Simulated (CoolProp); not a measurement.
Computed with CoolProp (reference Helmholtz-energy equation of state, Lemmon 2006). It is a short technical equation, of lower accuracy than the large ones.

Q: For nitrous oxide, give the phase and the density (kg/m³), expansivity (1/kK) at 24.95 °C and 4.08 MPa; 24.95 °C and 6.79 MPa; 24.95 °C and 10.9 MPa.

A: 
- 24.95 °C and 4.08 MPa: gas; density 99.6, expansivity 9.38
- 24.95 °C and 6.79 MPa: liquid; density 773, expansivity 12.4
- 24.95 °C and 10.9 MPa: liquid; density 833, expansivity 7.14
